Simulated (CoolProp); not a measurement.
A Linde-Hampson liquefier for dry air: isothermal reversible compression at 280 K from 1 atm to 25 MPa, throttling to 1 atm, return gas leaving the recuperator 10 K below the feed. Each further row changes one setting.

Model: reference Helmholtz-energy equation of state, Lemmon 2000, in CoolProp. It is a pseudo-pure fit of the blend.

| case | liquid yield per pass | compression work (kJ/kg of gas) |
|---|---|---|
| as stated | ? | 440 |
| high pressure 50 MPa | ? | ? |
| warm-end temperature 310 K | ? | ? |
| warm-end gap 15 K | ? | 440 |

Complete the blanks.


- as stated, liquid yield per pass: 0.090
- high pressure 50 MPa, liquid yield per pass: 0.105
- high pressure 50 MPa, compression work (kJ/kg of gas): 504
- warm-end temperature 310 K, liquid yield per pass: 0.061
- warm-end temperature 310 K, compression work (kJ/kg of gas): 491
- warm-end gap 15 K, liquid yield per pass: 0.078
